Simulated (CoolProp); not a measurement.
Water at several states: Z from the reference equation and from simpler models built on Tc = 373.9 °C, pc = 220.6 bar, ω = 0.344; each cubic takes its own stable root.

Computed with CoolProp (reference Helmholtz-energy equation of state, Wagner 2002).

```tsv
T (°C)	p (bar)	phase	reference
672.75	201	gas	0.9323
526.95	0.735	gas	0.9995
722.25	100	gas	0.9737
654.75	16	gas	0.9943
63.45	177	liquid	0.1152
```

Task: How far does each simpler model (van der Waals, Redlich-Kwong, Soave-Redlich-Kwong, Peng-Robinson) lie from the reference over these 5 states: mean and median of the absolute difference, and the worst?

Result: 
- van der Waals: mean 22.1 %, median 1.9 %, worst +104.1 % at 63.45 °C and 177 bar
- Redlich-Kwong: mean 8.6 %, median 1.4 %, worst +38.5 % at 63.45 °C and 177 bar
- Soave-Redlich-Kwong: mean 7.3 %, median 0.6 %, worst +34.3 % at 63.45 °C and 177 bar
- Peng-Robinson: mean 4.1 %, median 0.3 %, worst +19.4 % at 63.45 °C and 177 bar
